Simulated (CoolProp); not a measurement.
Values from CoolProp's reference Helmholtz-energy equation of state, Beckmüller 2019.

Question: For n-octane, give the phase and the cp (kJ/(kg K)), expansivity (1/kK), viscosity (µPa s), conductivity (mW/(m K)) at 277.2 K and 101 kPa.

Answer: 
- 277.2 K and 101 kPa: liquid; cp 2.16, expansivity 1.11, viscosity 674, conductivity 131

Viscosity comes from a separate model (Huber 2004). Thermal conductivity comes from a separate model (Huber 2005).
